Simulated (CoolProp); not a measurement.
Vapour-liquid equilibrium of cyclohexane (1) + dimethyl carbonate (2) at 472.2 K; x and y are mole fractions of (1).

Values from CoolProp's multi-fluid Helmholtz-energy mixture model, Zhou 2014 and Zhou 2011; pair parameters Bell 2016.

| x | bubble pressure, mixture model (kPa) | bubble pressure, Raoult's law (kPa) | y, mixture model | y, Raoult's law |
|---|---|---|---|---|
| 0.05 | 1406 | 1324 | 0.091 | 0.050 |
| 0.125 | 1503 | 1324 | 0.197 | 0.125 |
| 0.2 | 1576 | 1324 | 0.279 | 0.200 |
| 0.275 | 1628 | 1324 | 0.346 | 0.275 |
| 0.35 | 1663 | 1325 | 0.404 | 0.350 |
| 0.425 | 1684 | 1325 | 0.455 | 0.425 |
| 0.5 | 1692 | 1325 | 0.505 | 0.500 |
| 0.575 | 1688 | 1325 | 0.553 | 0.575 |
| 0.65 | 1671 | 1325 | 0.604 | 0.650 |
| 0.725 | 1640 | 1325 | 0.660 | 0.725 |
| 0.8 | 1590 | 1325 | 0.724 | 0.800 |
| 0.875 | 1518 | 1325 | 0.804 | 0.875 |
| 0.95 | 1415 | 1325 | 0.908 | 0.950 |

The largest gap from Raoult's law is +27.7 % in bubble pressure, at x = 0.5. y crosses x between x = 0.5 and 0.575: the model has an azeotrope there.

The pair parameters rest on a limited set of measurements; away from them the model extrapolates.
